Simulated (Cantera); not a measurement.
An isothermal, constant-pressure homogeneous reactor starts with 1.05 % CO, 7.67 % O₂, 4.18 % H₂O, 87.1 % N₂, equivalence ratio 0.068, at 875 K and 825 Torr.

Cantera simulation using GRI-Mech 3.0 (53 species, 325 reactions); the numbers are that mechanism's predictions, not measurements.

x: mole fraction; the columns are a selection and need not sum to one.

```csv
t (s),x CO,x O₂,x H₂O,x NO,x OH,x O
5.00e-5,0.0105,0.0767,0.0418,<1e-12,<1e-12,1.71e-12
0.000210,0.0105,0.0767,0.0418,<1e-12,<1e-12,6.84e-12
0.000879,0.0105,0.0767,0.0418,<1e-12,<1e-12,2.37e-11
0.00368,0.0105,0.0767,0.0418,<1e-12,1.94e-12,5.15e-11
0.0154,0.0105,0.0767,0.0418,<1e-12,3.03e-12,6.14e-11
0.0647,0.0105,0.0767,0.0418,<1e-12,7.44e-12,8.13e-11
0.271,0.0105,0.0767,0.0418,<1e-12,4.58e-11,2.51e-10
1.14,0.0104,0.0766,0.0418,<1e-12,8.60e-10,___
4.77,0.00990,0.0764,0.0418,<1e-12,5.96e-9,___
20.0,0.00665,0.0749,0.0419,<1e-12,7.33e-9,___
```

Question: What belongs in the gaps?

Answer: 
- 1.14, x O: 3.24e-9
- 4.77, x O: 1.36e-8
- 20.0, x O: 1.20e-8
